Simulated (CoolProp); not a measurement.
Vapour-liquid equilibrium of R125 (1) + R227EA (2) at 235.7 K; x and y are mole fractions of (1).

Model: multi-fluid Helmholtz-energy mixture model, Lemmon 2005 and Lemmon 2016; pair parameters Bell 2016, in CoolProp.

Q: Give the bubble pressure and the first vapour's composition at x = 0.35, 0.425, 0.5. Is there an azeotrope?

A: x = 0.35: 81.76 kPa, y = 0.698; x = 0.425: 91.48 kPa, y = 0.760; x = 0.5: 101.2 kPa, y = 0.810. No azeotrope shows between x = 0.05 and 0.95.

The pair parameters rest on a limited set of measurements; away from them the model extrapolates.
